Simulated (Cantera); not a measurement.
Standard-state values (1 bar) from the NASA 1993 polynomials, evaluated with Cantera. Values are per mole of reaction as written; species without (g) are pure solids or liquids, kept so even where they would boil at 1 bar.

Question: Between 300 and 1400 K, where is each reaction favourable under standard conditions?
- 6 B2O3(g) + 2 BN → 7 B2O2(g) + 2 NO2(g)
- 5 B2O2(g) + 2 NO(g) → 4 B2O3(g) + 2 BN

Answer: 
- 6 B2O3(g) + 2 BN → 7 B2O2(g) + 2 NO2(g): ΔG° is 2260 kJ at 300 K and 1759 kJ at 1400 K; it stays positive (K < 1). ΔH° is 2390 kJ and ΔS° 451 J/K at 1400 K.
- 5 B2O2(g) + 2 NO(g) → 4 B2O3(g) + 2 BN: ΔG° is -1607 kJ at 300 K and -1079 kJ at 1400 K; it stays negative (K > 1). ΔH° is -1743 kJ and ΔS° -474 J/K at 1400 K.
